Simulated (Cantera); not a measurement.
# Transport properties of process gases

Gas mixture: C3H8 : H2 = 0.35 : 0.085 (molar parts), at 4.40 bar, frozen composition.

Cantera's kinetic-theory transport with the Lennard-Jones parameters of GRI-Mech 3.0, ideal gas; thermal conductivity in the multicomponent form. The composition is frozen, though it would react at the higher temperatures.

```csv
T (K),ρ (kg/m³),cp (J/kg/K),μ (µPa s),λ (mW/m/K),Pr,D (cm²/s) CH4,D (cm²/s) NO,D (cm²/s) N2
400,4.75,2270,11.2,43.5,0.584,0.0587,0.0524,0.0534
650,2.92,3209,16.9,84.4,0.644,0.140,0.123,0.125
900,2.11,3871,21.7,127,0.665,0.245,0.215,0.219
1150,1.65,4317,26.0,167,0.673,0.372,0.325,0.331
1400,1.36,4647,29.8,205,0.676,0.519,0.451,0.460
1650,1.15,4907,33.3,241,0.676,0.683,0.594,0.606
1900,0.999,5108,36.6,276,0.676,0.865,0.751,0.766
2150,0.883,5259,39.7,309,0.675,1.06,0.922,0.940
```
D: mixture-averaged diffusion coefficient of that species in the mixture.
